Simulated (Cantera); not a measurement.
Feed: 1 mol CS₂, 1.1 mol H₂O, 0.75 mol N₂, at 1552 °C and 0.00133 bar.

Method: chemical equilibrium by Gibbs-energy minimisation in Cantera with the NASA 1993 tables (ideal gas, pure condensed phases). Candidate condensed phases: C, C₆H₆, C₇H₈, C₈H₁₈, H₂O, H₂SO₄, S; 150 gas species. Equilibrium is a limit: real reactors are often held back by kinetics, nucleation or transport.

Base state: H₂ 0.254, CO 0.253, S₂ 0.240, N₂ 0.193, H₂O 0.0153, S 0.0122, SH 0.0115, H 0.00608 (mole fractions); condensed: gas only.

Problem. What changes in the equilibrium state with this change: CS₂ replaced by H₂S?

Solution. 
```
species    before    after
-------  --------  -------
H₂          0.254    0.382
N₂          0.193    0.215
H₂O        0.0153    0.207
CO          0.253        0
S₂          0.240   0.0983
SO₂      0.000767   0.0398
SO        0.00492   0.0283
S          0.0122  0.00778
SH         0.0115  0.00905
CO₂       0.00388        0
COS      0.000159        0
```
